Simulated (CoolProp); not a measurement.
Saturation properties of R125.

The numbers come from the reference Helmholtz-energy equation of state, Lemmon 2005 in CoolProp.

```csv
T (K),p (bar),liquid cp (kJ/(kg K)),vapour Z
269.8,6.023,1.241,0.8536
275.8,7.284,1.266,0.8329
281.9,8.760,1.296,0.8098
287.9,10.42,1.331,0.7849
293.9,12.30,1.372,0.7576
300,14.46,1.425,0.7271
306,16.86,1.492,0.6940
312,19.54,1.583,0.6572
318.1,22.58,1.723,0.6148
324.1,25.92,1.958,0.5661
```

It boils at 225.1 K under 1 atm.
